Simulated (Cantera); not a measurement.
Input: 1 mol CH3SiH3, 11 mol H2, 0.76 mol HCl, equilibrated at 16.5 Torr.

These are equilibrium values from Cantera (NASA tables, ideal gas, pure condensed phases), not measurements of a reactor. Candidate condensed phases: C, C6H6, C7H8, C8H18, Si, SiC; 109 gas species. The feed counts by its element totals alone. The tables' values for SiCl, SiCl3 are old estimates; treat these amounts as uncertain. Gases not in the tables: Si2H6 and higher silanes. Rates play no part.

x: gas mole fraction; n: condensed amount in mol.

```json
[
 {"T (°C)": "800", "x H2": "0.949", "x HCl": "0.0506", "x H": "9.20e-8", "x Si": "<1e-12", "x C2H2 (acetylene)": "5.43e-10", "x Cl": "4.43e-9", "x SiCl2": "1.32e-5", "n SiC(s)": "0.996", "n C(graphite)": "0"},
 {"T (°C)": "900", "x H2": "0.949", "x HCl": "0.0512", "x H": "7.74e-7", "x Si": "<1e-12", "x C2H2 (acetylene)": "3.43e-9", "x Cl": "3.66e-8", "x SiCl2": "3.69e-5", "n SiC(s)": "0.999", "n C(graphite)": "0"},
 {"T (°C)": "1000", "x H2": "0.949", "x HCl": "0.0513", "x H": "4.68e-6", "x Si": "5.97e-12", "x C2H2 (acetylene)": "4.38e-8", "x Cl": "2.15e-7", "x SiCl2": "5.23e-5", "n SiC(s)": "0.999", "n C(graphite)": "0"},
 {"T (°C)": "1100", "x H2": "0.948", "x HCl": "0.0514", "x H": "…", "x Si": "…", "x C2H2 (acetylene)": "…", "x Cl": "…", "x SiCl2": "5.67e-5", "n SiC(s)": "0.999", "n C(graphite)": "0"},
 {"T (°C)": "1200", "x H2": "0.948", "x HCl": "0.0514", "x H": "8.31e-5", "x Si": "1.77e-9", "x C2H2 (acetylene)": "5.22e-6", "x Cl": "3.65e-6", "x SiCl2": "6.22e-5", "n SiC(s)": "0.999", "n C(graphite)": "0"},
 {"T (°C)": "1300", "x H2": "0.948", "x HCl": "0.0513", "x H": "0.000267", "x Si": "2.39e-8", "x C2H2 (acetylene)": "1.96e-5", "x Cl": "1.15e-5", "x SiCl2": "8.98e-5", "n SiC(s)": "0.999", "n C(graphite)": "0.000229"},
 {"T (°C)": "1400", "x H2": "0.948", "x HCl": "0.0512", "x H": "0.000747", "x Si": "2.54e-7", "x C2H2 (acetylene)": "5.40e-5", "x Cl": "3.15e-5", "x SiCl2": "0.000133", "n SiC(s)": "0.998", "n C(graphite)": "0"},
 {"T (°C)": "1500", "x H2": "0.947", "x HCl": "0.0509", "x H": "0.00187", "x Si": "2.34e-6", "x C2H2 (acetylene)": "0.000102", "x Cl": "7.72e-5", "x SiCl2": "0.000213", "n SiC(s)": "0.997", "n C(graphite)": "0"},
 {"T (°C)": "1600", "x H2": "0.945", "x HCl": "0.0505", "x H": "0.00423", "x Si": "1.73e-5", "x C2H2 (acetylene)": "0.000174", "x Cl": "0.000171", "x SiCl2": "0.000328", "n SiC(s)": "0.995", "n C(graphite)": "0"},
 {"T (°C)": "1700", "x H2": "0.940", "x HCl": "0.0499", "x H": "0.00882", "x Si": "0.000101", "x C2H2 (acetylene)": "0.000299", "x Cl": "0.000350", "x SiCl2": "0.000461", "n SiC(s)": "0.991", "n C(graphite)": "0"},
 {"T (°C)": "1800", "x H2": "0.931", "x HCl": "0.0491", "x H": "…", "x Si": "…", "x C2H2 (acetylene)": "…", "x Cl": "…", "x SiCl2": "…", "n SiC(s)": "0.982", "n C(graphite)": "0"},
 {"T (°C)": "1900", "x H2": "0.916", "x HCl": "0.0480", "x H": "0.0311", "x Si": "0.00161", "x C2H2 (acetylene)": "0.00126", "x Cl": "0.00119", "x SiCl2": "0.000622", "n SiC(s)": "0.958", "n C(graphite)": "0"}
]
```

Fill in the missing entries.


- 1800, x H: 0.0171
- 1800, x Si: 0.000454
- 1800, x C2H2 (acetylene): 0.000574
- 1800, x Cl: 0.000666
- 1800, x SiCl2: 0.000573
- 1100, x H: 2.19e-5
- 1100, x Si: 1.25e-10
- 1100, x C2H2 (acetylene): 5.87e-7
- 1100, x Cl: 9.81e-7
